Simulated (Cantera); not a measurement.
# Dilute partial oxidation

An isothermal, constant-pressure homogeneous reactor starts with 0.496 % CH₄, 0.278 % O₂, 99.2 % N₂, at 975 K and 7500 Torr.

Detailed kinetics in Cantera: GRI-Mech 3.0 (53 species, 325 reactions). Below about 1000 K GRI-Mech 3.0 lacks low-temperature oxidation paths.

```
t (s)       x CH₄     x O₂    x C₂H₄      x OH   x CH₂     x HO₂
--------  -------  -------  --------  --------  ------  --------
4.00e-5   0.00496  0.00278    <1e-12    <1e-12  <1e-12  1.31e-12
0.000145  0.00496  0.00278    <1e-12    <1e-12  <1e-12  4.73e-12
0.000523  0.00496  0.00278    <1e-12    <1e-12  <1e-12  1.70e-11
0.00189   0.00496  0.00278    <1e-12    <1e-12  <1e-12  6.05e-11
0.00684   0.00496  0.00278    <1e-12    <1e-12  <1e-12  2.05e-10
0.0247    0.00496  0.00278    <1e-12    <1e-12  <1e-12  5.91e-10
0.0894    0.00496  0.00278  7.70e-12    <1e-12  <1e-12   1.02e-9
0.323     0.00496  0.00278  9.55e-11    <1e-12  <1e-12   1.14e-9
1.17      0.00496  0.00278  6.45e-10    <1e-12  <1e-12   1.58e-9
4.23      0.00496  0.00278   8.02e-9    <1e-12  <1e-12   3.73e-9
15.3      0.00492  0.00274   7.62e-7  1.57e-11  <1e-12   3.65e-8
55.3      0.00259  1.45e-5  0.000137  1.97e-12  <1e-12   1.93e-9
200       0.00259  1.08e-6  0.000135    <1e-12  <1e-12  3.57e-11
```
x: mole fraction; the columns are a selection and need not sum to one.

Equilibrium at this temperature and pressure: CH₄ 7.30e-5, O₂ <1e-12, C₂H₄ 2.06e-10, OH <1e-12, CH₂ <1e-12, HO₂ <1e-12 (gas phase only).
